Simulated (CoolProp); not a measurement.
Values from CoolProp's reference Helmholtz-energy equation of state, Lemmon 2006. It is a short technical equation, of lower accuracy than the large ones.

Problem. Give the vapour pressure (MPa), vapour density (kg/m³), vapour viscosity (µPa s), liquid conductivity (mW/(m K)) of saturated n-decane at 83.05, 174.05, 265.05 °C.

Solution. 
```csv
T (°C),p (MPa),vapour density (kg/m³),vapour viscosity (µPa s),liquid conductivity (mW/(m K))
83.05,0.00468,0.226,6.24,115
174.05,0.101,4.13,7.71,94.9
265.05,0.652,27.2,9.54,79.4
```

Viscosity comes from a separate model (Huber 2004). Thermal conductivity comes from a separate model (Huber 2005).
